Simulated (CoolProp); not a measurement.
Values from CoolProp's reference Helmholtz-energy equation of state, Thol 2016.

Task: For hexamethyldisiloxane (MM), give the phase and the cv (kJ/(kg K)), speed of sound (m/s) at 620 K and 0.0248 MPa; 620 K and 0.201 MPa.

Result: 
- 620 K and 0.0248 MPa: gas; cv 2.22, speed of sound 180
- 620 K and 0.201 MPa: gas; cv 2.22, speed of sound 177
